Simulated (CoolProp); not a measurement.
Vapour-liquid equilibrium of R113 (1) + n-hexane (2) at 177.55 °C; x and y are mole fractions of (1).

The numbers come from the multi-fluid Helmholtz-energy mixture model, Marx 1992 and Thol 2019; pair parameters Bell 2016 in CoolProp.

| x | bubble pressure (bar) | y at the bubble point | dew pressure at overall composition x (bar) | liquid density (mol/L) |
|---|---|---|---|---|
| 0.05 | 12.97 | 0.074 | 12.81 | 5.556 |
| 0.15 | 13.91 | 0.205 | 13.51 | 5.559 |
| 0.25 | 14.77 | 0.320 | 14.24 | (withheld) |
| 0.35 | 15.57 | 0.425 | 15.00 | (withheld) |
| 0.45 | 16.31 | 0.521 | 15.77 | 5.582 |
| 0.55 | 17.01 | 0.612 | 16.54 | 5.597 |
| 0.65 | 17.65 | 0.700 | 17.29 | 5.619 |
| 0.75 | 18.24 | 0.785 | 18.00 | 5.647 |
| 0.85 | 18.78 | (withheld) | 18.65 | 5.683 |
| 0.95 | 19.27 | 0.956 | 19.23 | 5.728 |

### Question
Fill in the missing entries.

### Answer

- 0.25, liquid density (mol/L): 5.563
- 0.35, liquid density (mol/L): 5.570
- 0.85, y at the bubble point: 0.871

No azeotrope shows between x = 0.05 and 0.95.

The pair parameters rest on a limited set of measurements; away from them the model extrapolates.
